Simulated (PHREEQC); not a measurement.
# Leach liquor

A solution holds 0.039 mol HCl, 0.017 mol ZnSO4 and 4.2e-05 mol MgSO4 per kg of water, at 90 °C. It is in equilibrium with CO2 at log p = 0 (atm). Otherwise closed; pH follows from the charge balance.

All values are PHREEQC results (ion-association model, wateq4f.dat), not measurements.

This is a speciation only: nothing precipitates in the calculation.

Task: What pH, ionic strength does the model give?

Result: pH 1.67; ionic strength 0.0660 mol/kgw.

Task: In which forms is Cl present?

Result: Cl- 88 %, ZnCl+ 11 %, ZnCl2 0.6 % of the Cl.

Complexes and solids missing from the database can't appear. Constants without temperature data keep their 25 °C values here.
